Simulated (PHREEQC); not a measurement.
A solution holds 0.029 mol NH3, 2.4e-05 mol H4SiO4 and 0.24 mol K3PO4 per kg of water, at 25 °C. Closed to the air; pH follows from the charge balance.

Model: ion-association model, phreeqc.dat, run in PHREEQC.

```csv
quantity,before,after
pH,12.10,11.27
ionic strength (mol/kgw),1.39,0.0102
NH4+ (mol/kgw),0.000111,3.01e-6
H3SiO4- (mol/kgw),1.84e-5,2.29e-7
H2SiO4-2 (mol/kgw),5.53e-6,3.91e-9
H4SiO4 (mol/kgw),4.16e-8,7.45e-9
SI of Quartz (SiO2),-3.25,-4.15
```

Task: What was changed between the two runs?
A) 0.0035 mol/kgw H3BO3 added
B) K3PO4 left out
C) H4SiO4 from 2.4e-05 to 4.8e-06 mol/kgw
D) temperature from 25 to 15 °C
E) diluted 100-fold with water

Result: E, diluted 100-fold with water

No solid was allowed to form. The ionic strength passes 0.7 mol/kgw, the rough limit of the ion-association models, in before.
